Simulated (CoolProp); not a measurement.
The numbers come from the reference Helmholtz-energy equation of state, Pan 2012 in CoolProp.

Task: For R236FA, give the phase and the density (kg/m³), cv (kJ/(kg K)), expansivity (1/kK), conductivity (mW/(m K)) at 400 K and 41.5 bar.

Result: 
- 400 K and 41.5 bar: supercritical; density 862, cv 1.05, expansivity 15.0, conductivity 47.6

Thermal conductivity comes from a separate model (Huber 2003), an estimate that may be off by 10 % or more.
